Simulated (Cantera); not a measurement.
## Aluminium nitride and oxide growth: Al + N2 + H2

Feed: 1 mol Al, 2.3 mol N2, 460 mol H2, held at 1.00 bar.

These are equilibrium values from Cantera (NASA tables, ideal gas, pure condensed phases), not measurements of a reactor. Candidate condensed phases: Al, AlN; 13 gas species. Rates play no part.

| T (K) | x H2 | x H | x N2 | x Al | x AlH | n AlN(s) |
|---|---|---|---|---|---|---|
| 1400 | 0.996 | 4.85e-6 | 0.00390 | 2.57e-11 | 4.70e-11 | 1.00 |
| 1500 | 0.996 | 1.76e-5 | 0.00390 | 9.91e-10 | 1.19e-9 | 1.000 |
| 1600 | 0.996 | 5.43e-5 | 0.00390 | 2.40e-8 | 2.01e-8 | 1.000 |
| 1700 | 0.996 | 0.000147 | 0.00390 | 3.99e-7 | 2.41e-7 | 1.000 |
| 1800 | 0.996 | 0.000357 | 0.00390 | 4.81e-6 | 2.19e-6 | 0.997 |
| 1900 | 0.995 | 0.000792 | 0.00393 | 4.44e-5 | 1.56e-5 | 0.972 |
| 2000 | 0.994 | 0.00162 | 0.00410 | 0.000321 | 8.94e-5 | 0.810 |
| 2100 | 0.990 | 0.00310 | 0.00496 | 0.00176 | 0.000397 | 0 |
| 2200 | 0.987 | 0.00560 | 0.00495 | 0.00181 | 0.000338 | 0 |
x: gas mole fraction; n: condensed amount in mol.

From 1400 K to 2000 K the condensed part is AlN(s). From 2100 K to 2200 K nothing is condensed.
